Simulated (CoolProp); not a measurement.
Fluoroethane (R161) along the isobar 20.4 bar: fugacity coefficient from the reference equation and from simpler models built on Tc = 102.1 °C, pc = 50.10 bar, ω = 0.216; each cubic takes its own stable root.

Values from CoolProp's reference Helmholtz-energy equation of state, Wu 2012.

| T (°C) | phase | reference | Soave-Redlich-Kwong | Peng-Robinson |
|---|---|---|---|---|
| 52.85 | liquid | 0.7222 | 0.7439 | 0.7255 |
| 61.05 | gas | 0.7903 | 0.8026 | 0.7891 |
| 69.25 | gas | 0.8077 | 0.8174 | 0.8038 |
| 77.35 | gas | [?] | 0.8306 | 0.8171 |
| 85.55 | gas | 0.8363 | [?] | 0.8294 |
| 93.75 | gas | 0.8484 | [?] | 0.8407 |
| 101.95 | gas | 0.8593 | 0.8642 | 0.8511 |
| 110.05 | gas | 0.8690 | 0.8735 | 0.8606 |
| 118.25 | gas | 0.8779 | [?] | 0.8694 |
| 126.45 | gas | 0.8860 | 0.8903 | 0.8776 |
| 134.55 | gas | 0.8933 | 0.8976 | 0.8851 |
| 142.75 | gas | 0.9001 | 0.9045 | 0.8922 |
| 150.95 | gas | 0.9063 | 0.9109 | 0.8988 |

Complete the blanks.


- 77.35, reference: 0.8228
- 85.55, Soave-Redlich-Kwong: 0.8428
- 93.75, Soave-Redlich-Kwong: 0.8539
- 118.25, Soave-Redlich-Kwong: 0.8822
